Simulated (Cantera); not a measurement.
Input: 1 mol H2O, 0.0036 mol SO2, 0.39 mol H2, held at 2123.15 K.

Cantera equilibrium calculation (NASA polynomials, part measured and part estimated; ideal gas, pure solids and liquids). Candidate condensed phases: H2O, H2SO4, S; 19 gas species. The ideal-gas law is rough above about 30 bar. The numbers say what is thermodynamically allowed, not how fast it happens.

x: gas mole fraction; nothing condenses.

```csv
P (Pa),x H2O,x H2,x H,x OH,x O,x O2,x H2S
10,0.496,0.237,0.175,0.0453,0.0237,0.0211,6.55e-8
65,0.642,0.253,0.0709,0.0222,0.00441,0.00475,3.62e-7
420,0.692,0.266,?,?,?,?,?
2700,0.709,0.273,?,?,?,?,?
17000,0.715,0.276,0.00458,0.00146,1.72e-5,1.89e-5,9.74e-5
110000,0.718,0.277,0.00180,0.000578,2.67e-6,2.95e-6,0.000492
720000,0.722,0.275,0.000701,0.000228,4.13e-7,4.61e-7,0.00145
4700000,0.724,0.273,0.000274,8.97e-5,6.37e-8,7.18e-8,0.00223
30000000,0.724,0.273,0.000108,3.56e-5,1.00e-8,1.13e-8,0.00249
```

Q: What belongs in the gaps?

A: 
- 420, x H: 0.0286
- 420, x OH: 0.00919
- 420, x O: 0.000700
- 420, x O2: 0.000774
- 420, x H2S: 2.43e-6
- 2700, x H: 0.0114
- 2700, x OH: 0.00366
- 2700, x O: 0.000109
- 2700, x O2: 0.000120
- 2700, x H2S: 1.61e-5
